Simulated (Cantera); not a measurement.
**Silicon nitride deposition: SiH4 + NH3 + H2**

A closed system holds: 1 mol SiH4, 18 mol NH3, 8.7 mol H2, held at 1475 K and 750 Torr.

Cantera equilibrium calculation (NASA polynomials, part measured and part estimated; ideal gas, pure solids and liquids). Candidate condensed phases: Si, Si3N4; 18 gas species. Equilibrium is a limit: real reactors are often held back by kinetics, nucleation or transport.

The x(H2) comes out as 0.819 and the x(N2) is 0.181. The x(NH3) is 2.11e-5, the x(H) is 1.17e-5 and the n(Si3N4(s)) is 0.333 mol. The gas amount comes out as 46.03 mol and the log10 activity of Si(s) (absent) comes out as -2.53.
